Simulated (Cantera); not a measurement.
# Equilibrium for boron, boron nitride and boron oxide: B₂O₃ + H₂O

Input: 1 mol B₂O₃, 5.9 mol H₂O, equilibrated at 802 °C.

These are equilibrium values from Cantera (NASA tables, ideal gas, pure condensed phases), not measurements of a reactor. Candidate condensed phases: B, B₂O₃, B₃O₃H₃, H₂O; 23 gas species. Gases not in the tables: H₃BO₃. Kinetics and transport are ignored.

From 0.000100 bar to 1.00 bar the condensed part is B₂O₃(l). The share of B in condensed phases is highest at 0.00140 bar (98.5 %) and lowest at 1.00 bar (83.4 %).

```
P (Pa)  x H₂O  x (HBO₂)₃    x HBO₂     x H₂  n B₂O₃(l)
------  -----  ---------  --------  -------  ---------
10      0.989   0.000192    0.0112  2.15e-5      0.965
37      0.994   0.000372   0.00583  1.39e-5      0.979
140     0.996   0.000725   0.00300  8.95e-6      0.985
520     0.997    0.00140   0.00156  5.78e-6      0.983
1900    0.997    0.00267  0.000814  3.75e-6      0.974
7200    0.994    0.00519  0.000418  2.40e-6      0.953
27000   0.990    0.00998  0.000215  1.54e-6      0.911
100000  0.981     0.0189  0.000111  9.91e-7      0.834
```
x: gas mole fraction; n: condensed amount in mol.
